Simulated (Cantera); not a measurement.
Thermodynamics of hydrogen reduction and annealing atmospheres, feed ZrO2 + H2 + N2

Input: 1 mol ZrO2, 68 mol H2, 0.00041 mol N2, at 0.0120 bar.

Cantera equilibrium calculation (NASA polynomials, part measured and part estimated; ideal gas, pure solids and liquids). Candidate condensed phases: H2O, Zr, ZrN, ZrO2; 28 gas species. Mutual solubility and eutectic melting of coexisting phases are not modelled. ZrN: taken at fixed stoichiometry. Condensed phases not in the tables: solid solutions among these carbides, nitrides and lower oxides. Rates play no part.

From 1350 °C to 1750 °C the condensed part is ZrN(s) + ZrO2(tetragonal). From 1800 °C to 1900 °C the condensed part is ZrO2(tetragonal).

```
T (°C)   x H2       x H    x H2O     x ZrO     x N2  n ZrN(s)  n ZrO2(tetragonal)
------  -----  --------  -------  --------  -------  --------  ------------------
1350    0.999  0.000631  8.89e-7  1.67e-11  5.80e-6   3.02e-5               1.000
1400    0.999   0.00104  1.13e-6  9.80e-11  5.74e-6   3.85e-5               1.000
1450    0.998   0.00166  1.42e-6  5.18e-10  5.67e-6   4.82e-5               1.000
1500    0.997   0.00259  1.75e-6   2.49e-9  5.58e-6   5.96e-5               1.000
1550    0.996   0.00395  2.14e-6   1.10e-8  5.49e-6   7.24e-5               1.000
1600    0.994   0.00587  2.58e-6   4.48e-8  5.38e-6   8.63e-5               1.000
1650    0.991   0.00856  3.07e-6   1.69e-7  5.28e-6   9.91e-5               1.000
1700    0.988    0.0122  3.64e-6   5.96e-7  5.23e-6  0.000104               1.000
1750    0.983    0.0172  4.31e-6   1.95e-6  5.40e-6   7.92e-5               1.000
1800    0.976    0.0237  5.59e-6   5.43e-6  5.96e-6         0               1.000
1850    0.968    0.0322  1.03e-5   1.00e-5  5.93e-6         0               0.999
1900    0.957    0.0431  1.83e-5   1.80e-5  5.90e-6         0               0.999
```
x: gas mole fraction; n: condensed amount in mol.
